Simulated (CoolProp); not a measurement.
R11 at 293.15 K and 0.0416 MPa is throttled through a valve to 0.0214 MPa with no heat exchange. Each further row changes one setting.

The numbers come from the reference Helmholtz-energy equation of state, Jacobsen 1992 in CoolProp.

| case | temperature change (K) | final density (kg/m³) |
|---|---|---|
| as stated | -0.9 | 1.22 |
| outlet pressure 0.00642 MPa | -1.5 | 0.365 |
| outlet pressure 0.0278 MPa | -0.6 | 1.59 |
